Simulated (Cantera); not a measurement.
Cantera run, input and output.

```python
import numpy as np
import cantera as ct

gas = ct.Solution("gri30.yaml")
gas.TPX = 1448, 1700000, {'CH4': 1, 'O2': 5.71, 'N2': 21.5, 'CO2': 2, 'H2': 0.11}
reactor = ct.IdealGasReactor(gas, energy="on", clone=False)
net = ct.ReactorNet([reactor])
net.rtol, net.atol = 1e-08, 1e-16
show = ['CH4', 'O2', 'CO2', 'C2H2', 'HO2', 'CH2O', 'O']
times = np.geomspace(7e-06, 2, 13)

steps = ct.SolutionArray(gas, extra=["t"])
rows = []
print(f"{'t/s':>10s}{'T/K':>9s}{'P/Pa':>11s}" + "".join(f"{s:>11s}" for s in show))
for t in times:
    while net.time < t:
        t_next = net.step()
        steps.append(gas.state, t=t_next)
    rows.append([np.interp(t, steps.t, y) for y in (steps.T, steps.P, *steps(*show).X.T)])
    print(f"{t:10.3e}{rows[-1][0]:9.1f}{rows[-1][1]:11.4g}" + "".join(f"{x:11.3e}" for x in rows[-1][2:]))
rate = np.gradient(steps.T, steps.t)
print("integrator steps:", len(steps.t))
if steps.T.max() > steps.T[0] + 200:
    print(f"time of steepest temperature rise: {steps.t[rate.argmax()]:.4e} s")
gas.TPX = 1448, 1700000, {'CH4': 1, 'O2': 5.71, 'N2': 21.5, 'CO2': 2, 'H2': 0.11}
gas.equilibrate("UV")
print(f"equilibrium (UV): T = {gas.T:.1f} K  " + "  ".join(f"{s} {gas[s].X[0]:.3e}" for s in show))
```

Output:

```
       t/s      T/K       P/Pa        CH4         O2        CO2       C2H2        HO2       CH2O          O
 7.000e-06   1448.0    1.7e+06  3.298e-02  1.883e-01  6.596e-02  2.404e-14  2.127e-06  9.963e-07  2.143e-08
 1.994e-05   1448.2    1.7e+06  3.293e-02  1.883e-01  6.596e-02  1.220e-11  8.019e-06  2.000e-05  1.552e-07
 5.681e-05   1459.9  1.714e+06  3.134e-02  1.870e-01  6.597e-02  6.097e-08  5.268e-05  6.325e-04  1.478e-06
 1.618e-04   2311.7  2.712e+06  8.863e-16  1.202e-01  9.832e-02  1.977e-19  1.046e-05  6.424e-13  3.558e-04
 4.610e-04   2311.2  2.712e+06  2.597e-18  1.201e-01  9.833e-02  5.689e-22  1.044e-05  6.262e-13  3.546e-04
 1.313e-03   2309.7   2.71e+06  2.579e-20  1.198e-01  9.833e-02  4.154e-25  1.037e-05  6.168e-13  3.513e-04
 3.742e-03   2305.9  2.705e+06  2.372e-20  1.191e-01  9.835e-02  2.616e-25  1.020e-05  5.931e-13  3.429e-04
 1.066e-02   2297.6  2.695e+06  2.074e-20  1.175e-01  9.838e-02  2.060e-25  9.839e-06  5.448e-13  3.252e-04
 3.037e-02   2287.4  2.683e+06  1.753e-20  1.156e-01  9.842e-02  1.532e-25  9.410e-06  4.904e-13  3.045e-04
 8.651e-02   2284.0  2.679e+06  1.658e-20  1.149e-01  9.843e-02  1.389e-25  9.271e-06  4.736e-13  2.979e-04
 2.464e-01   2284.0  2.679e+06  1.656e-20  1.149e-01  9.843e-02  1.386e-25  9.269e-06  4.733e-13  2.978e-04
 7.021e-01   2284.0  2.679e+06  1.656e-20  1.149e-01  9.843e-02  1.386e-25  9.269e-06  4.733e-13  2.978e-04
 2.000e+00   2284.0  2.679e+06  1.656e-20  1.149e-01  9.843e-02  1.386e-25  9.269e-06  4.733e-13  2.978e-04
integrator steps: 1720
time of steepest temperature rise: 9.1915e-05 s
equilibrium (UV): T = 2284.0 K  CH4 2.431e-20  O2 1.149e-01  CO2 9.843e-02  C2H2 1.650e-25  HO2 9.269e-06  CH2O 4.733e-13  O 2.978e-04
```

Detailed kinetics in Cantera: GRI-Mech 3.0 (53 species, 325 reactions). The pressure lies above the range GRI-Mech 3.0 was tuned for (to about 10 atm).
